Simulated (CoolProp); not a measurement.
Tetradecamethylhexasiloxane (MD4M) along the isotherm 620 K: Z from the reference equation and from simpler models built on Tc = 653.2 K, pc = 828.6 kPa, ω = 0.800; each cubic takes its own stable root.

Model: reference Helmholtz-energy equation of state, Thol 2019, in CoolProp.

```csv
p (kPa),phase,reference,van der Waals,Redlich-Kwong,Soave-Redlich-Kwong,Peng-Robinson
124,gas,0.9230,0.9473,0.9382,0.9335,0.9276
249,gas,0.8354,0.8882,0.8694,0.8583,0.8468
373,gas,0.7333,0.8211,0.7914,0.7707,0.7540
621,liquid,0.1123,0.6272,0.1555,0.1343,0.1192
746,liquid,0.1331,0.2304,0.1764,0.1574,0.1399
870,liquid,0.1535,0.2554,0.1980,0.1798,0.1599
994,liquid,0.1736,0.2820,0.2195,0.2018,0.1796
1120,liquid,0.1938,0.3093,0.2413,0.2238,0.1992
1240,liquid,0.2129,0.3354,0.2618,0.2444,0.2177
```

At some of these states van der Waals gives the other phase, because its saturation line lies elsewhere.
